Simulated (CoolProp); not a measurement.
Saturation properties of dimethyl carbonate.

The numbers come from the reference Helmholtz-energy equation of state, Zhou 2011 in CoolProp.

| T (K) | p (MPa) | liquid cp (kJ/(kg K)) | surface tension (mN/m) |
|---|---|---|---|
| 314.6 | 0.01602 | 1.857 | (withheld) |
| 330.7 | 0.03172 | 1.886 | 23.6 |
| 346.8 | 0.05821 | 1.919 | 21.3 |
| 362.9 | 0.1002 | 1.957 | 19.1 |
| 379 | 0.1633 | 1.999 | 16.9 |
| 395.1 | 0.2540 | 2.045 | (withheld) |
| 411.2 | 0.3796 | 2.094 | 12.8 |
| 427.3 | (withheld) | (withheld) | 10.9 |

Task: What belongs in the gaps?

Result: 
- 314.6, surface tension (mN/m): 26.0
- 395.1, surface tension (mN/m): 14.8
- 427.3, p (MPa): 0.5483
- 427.3, liquid cp (kJ/(kg K)): 2.147

It boils at 363.3 K under 1 atm.

Surface tension comes from a separate correlation (Mulero 2014).
